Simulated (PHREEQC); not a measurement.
A made-up water analysis in mg/kgw, 20 °C, pH 6.64:

```csv
constituent,mg/kgw
Na,2350
K,15.6
Ca,19.3
Mg,168
Cl,3600
S(6) as SO4,979
Alkalinity as HCO3,3.04
Sr,6.84
Br,37.7
B,0.99
```

Cl is adjusted to close the charge balance.
Valence states are taken as typed.

Model: Pitzer model, pitzer.dat, run in PHREEQC.

Question: The ionic strength comes out as 0.135 mol/kgw. What activity coefficients do K+, Sr+2, HCO3-, Mg+2, SO4-2 get?

Answer: K+ 0.75, Sr+2 0.31, HCO3- 0.83, Mg+2 0.33, SO4-2 0.26. Single-ion values are on the MacInnes scale.

Precipitation was switched off in this run.
